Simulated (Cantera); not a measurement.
Gas-phase reforming

An isothermal, constant-pressure homogeneous reactor starts with 61.7 % CH4, 38.3 % H2O, at 1748 K and 3000000 Pa.

Computed with Cantera and GRI-Mech 3.0 (53 species, 325 reactions). GRI-Mech 3.0 stops at C3 and has no aromatics, soot or wall deposition, so with more carbon than oxygen in the feed, carbon stays in small species such as C2H2 where larger ones or solid carbon would form. The pressure lies above the range GRI-Mech 3.0 was tuned for (to about 10 atm).

```json
[
 {"t (s)": "8.00e-5", "x CH4": "0.545", "x H2O": "0.372", "x CO2": "1.03e-6", "x O": "8.29e-11", "x CH2CO": "2.55e-6", "x H": "5.13e-6"},
 {"t (s)": "0.000344", "x CH4": "0.395", "x H2O": "0.335", "x CO2": "2.60e-5", "x O": "4.03e-11", "x CH2CO": "2.81e-5", "x H": "1.33e-5"},
 {"t (s)": "0.00148", "x CH4": "0.230", "x H2O": "0.291", "x CO2": "0.000362", "x O": "2.47e-11", "x CH2CO": "4.37e-5", "x H": "2.31e-5"},
 {"t (s)": "0.00635", "x CH4": "0.194", "x H2O": "0.255", "x CO2": "0.00307", "x O": "2.24e-11", "x CH2CO": "3.75e-5", "x H": "2.68e-5"},
 {"t (s)": "0.0273", "x CH4": "0.192", "x H2O": "0.183", "x CO2": "0.00763", "x O": "1.76e-11", "x CH2CO": "2.01e-5", "x H": "2.86e-5"},
 {"t (s)": "0.117", "x CH4": "0.168", "x H2O": "0.0907", "x CO2": "0.00643", "x O": "9.70e-12", "x CH2CO": "8.17e-6", "x H": "3.12e-5"},
 {"t (s)": "0.504", "x CH4": "0.130", "x H2O": "0.0250", "x CO2": "0.00212", "x O": "2.77e-12", "x CH2CO": "4.49e-6", "x H": "3.34e-5"},
 {"t (s)": "2.17", "x CH4": "0.111", "x H2O": "0.00129", "x CO2": "0.000114", "x O": "<1e-12", "x CH2CO": "3.64e-6", "x H": "3.43e-5"},
 {"t (s)": "9.31", "x CH4": "0.110", "x H2O": "0.000166", "x CO2": "1.47e-5", "x O": "<1e-12", "x CH2CO": "3.60e-6", "x H": "3.43e-5"},
 {"t (s)": "40.0", "x CH4": "0.110", "x H2O": "0.000166", "x CO2": "1.47e-5", "x O": "<1e-12", "x CH2CO": "3.60e-6", "x H": "3.43e-5"}
]
```
x: mole fraction; the columns are a selection and need not sum to one.

Equilibrium at this temperature and pressure: CH4 0.110, H2O 0.000173, CO2 1.53e-5, O <1e-12, CH2CO 3.64e-6, H 3.43e-5 (gas phase only).
